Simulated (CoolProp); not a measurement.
Properties of R142b along the isobar 1.01 bar (Tc = 410.3 K, pc = 40.55 bar, ω = 0.232).

Model: reference Helmholtz-energy equation of state, Lemmon 2006, in CoolProp. It is a short technical equation, of lower accuracy than the large ones.

```json
[
 {"T (K)": "209.5", "phase": "liquid", "density (kg/m³)": "1310", "cv (kJ/(kg K))": "0.7546", "speed of sound (m/s)": "1049", "Joule-Thomson coefficient (K/MPa)": "-0.4455", "fugacity coefficient": "0.05498"},
 {"T (K)": "230.2", "phase": "liquid", "density (kg/m³)": "…", "cv (kJ/(kg K))": "0.7819", "speed of sound (m/s)": "946.7", "Joule-Thomson coefficient (K/MPa)": "…", "fugacity coefficient": "0.1985"},
 {"T (K)": "251", "phase": "liquid", "density (kg/m³)": "1222", "cv (kJ/(kg K))": "0.8100", "speed of sound (m/s)": "849.5", "Joule-Thomson coefficient (K/MPa)": "-0.3706", "fugacity coefficient": "0.5585"},
 {"T (K)": "271.7", "phase": "gas", "density (kg/m³)": "4.664", "cv (kJ/(kg K))": "…", "speed of sound (m/s)": "154.1", "Joule-Thomson coefficient (K/MPa)": "39.76", "fugacity coefficient": "0.9651"},
 {"T (K)": "292.5", "phase": "gas", "density (kg/m³)": "4.292", "cv (kJ/(kg K))": "0.7494", "speed of sound (m/s)": "160.5", "Joule-Thomson coefficient (K/MPa)": "…", "fugacity coefficient": "0.9733"},
 {"T (K)": "313.3", "phase": "gas", "density (kg/m³)": "3.982", "cv (kJ/(kg K))": "0.7812", "speed of sound (m/s)": "166.5", "Joule-Thomson coefficient (K/MPa)": "22.36", "fugacity coefficient": "0.9790"},
 {"T (K)": "334", "phase": "gas", "density (kg/m³)": "3.719", "cv (kJ/(kg K))": "0.8134", "speed of sound (m/s)": "…", "Joule-Thomson coefficient (K/MPa)": "17.91", "fugacity coefficient": "0.9831"},
 {"T (K)": "354.8", "phase": "gas", "density (kg/m³)": "3.490", "cv (kJ/(kg K))": "0.8453", "speed of sound (m/s)": "177.5", "Joule-Thomson coefficient (K/MPa)": "14.73", "fugacity coefficient": "0.9862"},
 {"T (K)": "375.5", "phase": "gas", "density (kg/m³)": "3.289", "cv (kJ/(kg K))": "0.8761", "speed of sound (m/s)": "182.7", "Joule-Thomson coefficient (K/MPa)": "12.38", "fugacity coefficient": "0.9885"},
 {"T (K)": "396.3", "phase": "gas", "density (kg/m³)": "3.110", "cv (kJ/(kg K))": "…", "speed of sound (m/s)": "…", "Joule-Thomson coefficient (K/MPa)": "10.58", "fugacity coefficient": "0.9904"},
 {"T (K)": "417", "phase": "gas", "density (kg/m³)": "2.952", "cv (kJ/(kg K))": "0.9344", "speed of sound (m/s)": "192.5", "Joule-Thomson coefficient (K/MPa)": "9.160", "fugacity coefficient": "0.9919"},
 {"T (K)": "437.8", "phase": "gas", "density (kg/m³)": "2.808", "cv (kJ/(kg K))": "0.9618", "speed of sound (m/s)": "197.2", "Joule-Thomson coefficient (K/MPa)": "8.019", "fugacity coefficient": "0.9931"},
 {"T (K)": "458.5", "phase": "gas", "density (kg/m³)": "2.678", "cv (kJ/(kg K))": "0.9878", "speed of sound (m/s)": "201.8", "Joule-Thomson coefficient (K/MPa)": "7.091", "fugacity coefficient": "0.9941"}
]
```

Q: Fill in the missing entries.

A: 
- 230.2, density (kg/m³): 1267
- 230.2, Joule-Thomson coefficient (K/MPa): -0.4133
- 271.7, cv (kJ/(kg K)): 0.7209
- 292.5, Joule-Thomson coefficient (K/MPa): 29.00
- 334, speed of sound (m/s): 172.1
- 396.3, cv (kJ/(kg K)): 0.9059
- 396.3, speed of sound (m/s): 187.7
